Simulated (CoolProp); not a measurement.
Vapour-liquid equilibrium of ethane (1) + propane (2) at -93.95 °C; x and y are mole fractions of (1).

The numbers come from the multi-fluid Helmholtz-energy mixture model, Bücker 2006 and Lemmon 2009; pair parameters Kunz 2012 in CoolProp.

```csv
x,bubble pressure (bar),y at the bubble point,dew pressure at overall composition x (bar),liquid density (mol/L)
0.05,0.08131,0.442,0.04994,14.62
0.125,0.1308,…,0.05392,14.88
0.2,…,0.786,0.05859,15.14
0.275,0.2292,0.847,…,15.40
0.35,0.2792,0.887,0.07086,15.67
0.425,0.3303,0.915,0.07913,15.95
0.5,0.3825,0.936,0.08959,16.23
0.575,0.4360,0.953,0.1032,16.52
0.65,0.4907,0.966,…,16.82
0.725,0.5463,0.976,…,17.12
0.8,0.6024,0.984,0.1896,17.44
0.875,0.6586,0.991,0.2624,17.76
0.95,0.7144,0.997,0.4261,18.08
```

Task: Fill in the missing entries.

Result: 
- 0.125, y at the bubble point: 0.679
- 0.2, bubble pressure (bar): 0.1799
- 0.275, dew pressure at overall composition x (bar): 0.06414
- 0.65, dew pressure at overall composition x (bar): 0.1217
- 0.725, dew pressure at overall composition x (bar): 0.1483

No azeotrope shows between x = 0.05 and 0.95.

The pair parameters rest on a limited set of measurements; away from them the model extrapolates.
